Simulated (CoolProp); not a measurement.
A simple Rankine cycle with R142b: condensing at 331.15 K, boiler at 3.22 MPa, turbine inlet 402 K, turbine efficiency 0.7, pump efficiency 0.6, no recuperator. Each further row changes one setting.

Values from CoolProp's reference Helmholtz-energy equation of state, Lemmon 2006. It is a short technical equation, of lower accuracy than the large ones.

```tsv
case	thermal efficiency (%)	net work (kJ/kg)	heat in (kJ/kg)	turbine exit temperature (K)	volume ratio over the turbine
as stated	[?]	[?]	204	341.0	[?]
turbine inlet 422 K	8.5	20.2	237	369.0	4.39
condensing temperature 323.15 K	9.1	19.6	[?]	334.7	6.00
boiler pressure 2.25 MPa	[?]	15.5	229	[?]	2.90
turbine efficiency 0.6	[?]	13.6	204	343.7	[?]
```

What belongs in the gaps?


- as stated, thermal efficiency (%): 8.1
- as stated, net work (kJ/kg): 16.5
- as stated, volume ratio over the turbine: 4.87
- condensing temperature 323.15 K, heat in (kJ/kg): 215
- boiler pressure 2.25 MPa, thermal efficiency (%): 6.8
- boiler pressure 2.25 MPa, turbine exit temperature (K): 365.7
- turbine efficiency 0.6, thermal efficiency (%): 6.7
- turbine efficiency 0.6, volume ratio over the turbine: 4.94
